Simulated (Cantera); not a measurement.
Charge: 1 mol Si, 4 mol NF3, 0.44 mol H2, held at 1673 K and 13.0 Pa.

Equilibrium computed with Cantera from the NASA thermochemical tables; the gas is ideal and each condensed phase is pure. Candidate condensed phases: Si, Si3N4; 37 gas species. Kinetics and transport are ignored.

Base state: F 0.647, N2 0.182, SiF4 0.0909, HF 0.0800 (mole fractions); condensed: gas only.

**Question.** What changes in the equilibrium state with this change: H2 from 0.44 to 0.22 mol?

**Answer.** 
| species | before | after |
|---|---|---|
| F | 0.647 | 0.687 |
| N2 | 0.182 | 0.182 |
| SiF4 | 0.0909 | 0.0909 |
| HF | 0.0800 | 0.0400 |

**Question.** What changes in the equilibrium state with this change: temperature from 1673 K to 825 K?

**Answer.** 
```
species   before    after
-------  -------  -------
F          0.647    0.427
N2         0.182    0.211
F2       1.83e-6    0.163
SiF4      0.0909    0.106
HF        0.0800   0.0930
NF3        <1e-9  4.39e-5
```
